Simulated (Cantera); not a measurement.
What does this Cantera script print?

```python
import numpy as np
import cantera as ct

gas = ct.Solution("gri30.yaml")
gas.TPX = 1125, 1500000, {'CH4': 1, 'O2': 1.54, 'N2': 5.78, 'CO2': 0.35}
reactor = ct.IdealGasConstPressureReactor(gas, energy="on", clone=False)
net = ct.ReactorNet([reactor])
net.rtol, net.atol = 1e-08, 1e-16
show = ['CH4', 'O2', 'CO2', 'C2H6', 'OH', 'NO2', 'O']
times = np.geomspace(3e-06, 0.2, 12)

steps = ct.SolutionArray(gas, extra=["t"])
rows = []
print(f"{'t/s':>10s}{'T/K':>9s}{'P/Pa':>11s}" + "".join(f"{s:>11s}" for s in show))
for t in times:
    while net.time < t:
        t_next = net.step()
        steps.append(gas.state, t=t_next)
    rows.append([np.interp(t, steps.t, y) for y in (steps.T, steps.P, *steps(*show).X.T)])
    print(f"{t:10.3e}{rows[-1][0]:9.1f}{rows[-1][1]:11.4g}" + "".join(f"{x:11.3e}" for x in rows[-1][2:]))
rate = np.gradient(steps.T, steps.t)
print("integrator steps:", len(steps.t))
if steps.T.max() > steps.T[0] + 200:
    print(f"time of steepest temperature rise: {steps.t[rate.argmax()]:.4e} s")
gas.TPX = 1125, 1500000, {'CH4': 1, 'O2': 1.54, 'N2': 5.78, 'CO2': 0.35}
gas.equilibrate("HP")
print(f"equilibrium (HP): T = {gas.T:.1f} K  " + "  ".join(f"{s} {gas[s].X[0]:.3e}" for s in show))
```

Output:

```
       t/s      T/K       P/Pa        CH4         O2        CO2       C2H6         OH        NO2          O
 3.000e-06   1125.0    1.5e+06  1.153e-01  1.776e-01  4.037e-02  1.485e-13  2.460e-12  1.922e-28  8.351e-13
 8.235e-06   1125.0    1.5e+06  1.153e-01  1.776e-01  4.037e-02  3.067e-12  7.210e-12  1.004e-26  2.330e-12
 2.260e-05   1125.0    1.5e+06  1.153e-01  1.776e-01  4.037e-02  6.919e-11  2.311e-11  5.786e-25  6.821e-12
 6.205e-05   1125.0    1.5e+06  1.153e-01  1.776e-01  4.037e-02  1.812e-09  8.670e-11  3.401e-23  2.245e-11
 1.703e-04   1125.0    1.5e+06  1.153e-01  1.776e-01  4.037e-02  6.532e-08  3.735e-10  2.200e-21  8.908e-11
 4.675e-04   1125.0    1.5e+06  1.153e-01  1.776e-01  4.037e-02  1.644e-06  1.013e-09  1.351e-19  2.329e-10
 1.283e-03   1125.3    1.5e+06  1.153e-01  1.776e-01  4.037e-02  1.082e-05  1.549e-09  4.203e-18  3.209e-10
 3.523e-03   1126.6    1.5e+06  1.150e-01  1.774e-01  4.037e-02  5.881e-05  4.081e-09  1.588e-16  6.728e-10
 9.670e-03   2596.3    1.5e+06  4.463e-12  2.514e-04  7.429e-02  2.725e-23  2.508e-03  3.565e-08  9.420e-05
 2.654e-02   2592.8    1.5e+06  4.651e-12  2.401e-04  7.403e-02  2.927e-23  2.453e-03  8.648e-08  9.066e-05
 7.286e-02   2592.8    1.5e+06  4.651e-12  2.401e-04  7.403e-02  2.927e-23  2.453e-03  8.648e-08  9.066e-05
 2.000e-01   2592.8    1.5e+06  4.651e-12  2.401e-04  7.403e-02  2.927e-23  2.453e-03  8.648e-08  9.066e-05
integrator steps: 2397
time of steepest temperature rise: 9.2082e-03 s
equilibrium (HP): T = 2592.8 K  CH4 5.280e-12  O2 2.401e-04  CO2 7.403e-02  C2H6 3.592e-23  OH 2.453e-03  NO2 8.648e-08  O 9.066e-05
```

Model: GRI-Mech 3.0 (53 species, 325 reactions), integrated in Cantera. The pressure lies above the range GRI-Mech 3.0 was tuned for (to about 10 atm).
